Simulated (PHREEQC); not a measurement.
0.58 g of hydrous ferric oxide (600 m²/g; 0.2 weak and 0.005 strong sites per Fe, Dzombak-Morel constants, diffuse double layer) in 1 kg of water with 0.01 mol/kgw of an inert sodium salt and 0.084 mmol/kgw SrCl2, at 25 °C; the pH is set by adding NaOH or the inert anion's acid. Oxygen is held at 0.21 atm. The system is closed to CO2. No solid was allowed to form.

All values are PHREEQC results (ion-association model, wateq4f.dat), not measurements.

Q: Predict Sr sorbed (%), surface charge σ (C/m²), surface potential ψ (mV) at pH = 7, 10.33.

A: 
| pH | Sr sorbed (%) | surface charge σ (C/m²) | surface potential ψ (mV) |
|---|---|---|---|
| 7 | 1.5 | 0.018 | 61 |
| 10.33 | 99.7 | -0.047 | -107 |

The oxide is taken as insoluble; below pH 4 it would dissolve.
